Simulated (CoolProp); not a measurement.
Aqueous sodium chloride as a coolant, 21 % by mass, freezing at -17.7 °C, 1 atm.

The numbers come from the Melinder's fits for secondary coolants in CoolProp.

| T (°C) | conductivity (W/(m K)) | density (kg/m³) | Prandtl number | viscosity (mPa s) |
|---|---|---|---|---|
| -15.3 | 0.524 | 1171 | 31.0 | 4.88 |
| -10.6 | 0.531 | 1169 | 25.5 | 4.06 |
| -5.9 | 0.538 | 1167 | 21.2 | 3.41 |
| -1.2 | 0.545 | 1165 | 17.9 | 2.90 |
| 3.5 | 0.552 | 1163 | 15.2 | 2.49 |
| 8.1 | 0.559 | 1161 | 13.1 | 2.16 |
| 12.8 | 0.566 | 1159 | 11.3 | 1.90 |
| 17.5 | 0.573 | 1157 | 9.91 | 1.68 |
| 22.2 | 0.580 | 1155 | 8.77 | 1.50 |
| 26.9 | 0.587 | 1152 | 7.84 | 1.36 |
| 31.6 | 0.595 | 1150 | 7.08 | 1.24 |
